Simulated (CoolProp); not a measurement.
Aqueous potassium acetate as a coolant, 44 % by mass, freezing at -50.2 °C, 1 atm.

Model: Melinder's fits for secondary coolants, in CoolProp.

```tsv
T (°C)	conductivity (W/(m K))	density (kg/m³)	cp (kJ/(kg K))	Prandtl number
-24.2	0.414	1258	2.743	188
-18.3	0.420	1256	2.758	129
-12.5	0.426	1254	2.773	92.5
-6.7	0.431	1252	2.788	68.9
-0.9	0.437	1249	2.803	53.0
5	0.443	1246	2.818	41.8
10.8	0.449	1244	2.833	33.9
16.6	0.455	1241	2.847	28.1
22.4	0.461	1238	2.862	23.7
28.3	0.467	1235	2.877	20.1
34.1	0.473	1232	2.892	17.3
39.9	0.479	1228	2.907	15.0
```
